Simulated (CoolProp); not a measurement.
Neopentane at 370.17 K and 0.0583 MPa is compressed adiabatically to 0.225 MPa with isentropic efficiency 0.6. Each further row changes one setting.

Computed with CoolProp (reference Helmholtz-energy equation of state, Lemmon 2006). It is a short technical equation, of lower accuracy than the large ones.

```tsv
case	work (kJ/kg)	final temperature (K)	final density (kg/m³)
as stated	97.9	417.3	4.81
efficiency 1	58.8	399.8	5.04
efficiency 0.65	90.4	414.0	4.85
```
